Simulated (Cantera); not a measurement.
A closed system holds: 1 mol acetone, 2.2 mol H2O, 1.8 mol N2, 1.7 mol NH3, held at 0.0900 Torr.

These are equilibrium values from Cantera (NASA tables, ideal gas, pure condensed phases), not measurements of a reactor. Candidate condensed phases: C, C6H6, C7H8, C8H18, H2O; 136 gas species. The feed counts by its element totals alone. Kinetics and transport are ignored.

x: gas mole fraction; n: condensed amount in mol.

```
T (°C)   x H2       x H   x N2    x CO     x CO2    x H2O       x O  n C(graphite)
------  -----  --------  -----  ------  --------  -------  --------  -------------
327     0.593    <1e-12  0.224  0.0362    0.0906   0.0525    <1e-12           1.45
477     0.574  2.19e-11  0.198   0.213    0.0104  0.00457    <1e-12              0
627     0.570   8.06e-9  0.198   0.217   0.00696  0.00796    <1e-12              0
777     0.568   5.58e-7  0.198   0.219   0.00466   0.0103    <1e-12              0
927     0.567   1.36e-5  0.198   0.221   0.00330   0.0116    <1e-12              0
1077    0.566  0.000164  0.198   0.221   0.00248   0.0124  1.58e-11              0
1227    0.564   0.00121  0.198   0.222   0.00197   0.0129   1.47e-9              0
1377    0.560   0.00621  0.197   0.222   0.00163   0.0132   5.99e-8              0
1527    0.546    0.0242  0.195   0.220   0.00140   0.0133   1.33e-6              0
1677    0.507       [?]  0.190   0.214       [?]   0.0129       [?]              0
1827    0.421     0.184  0.179   0.202   0.00113   0.0116  0.000189              0
1977      [?]       [?]    [?]     [?]       [?]      [?]       [?]              0
2127    0.141     0.545  0.143   0.161  0.000545  0.00282   0.00519              0
```

**Question.** What belongs in the gaps?

**Answer.** 
- 1677, x H: 0.0745
- 1677, x CO2: 0.00124
- 1677, x O: 1.88e-5
- 1977, x H2: 0.283
- 1977, x H: 0.361
- 1977, x N2: 0.162
- 1977, x CO: 0.182
- 1977, x CO2: 0.000967
- 1977, x H2O: 0.00820
- 1977, x O: 0.00138
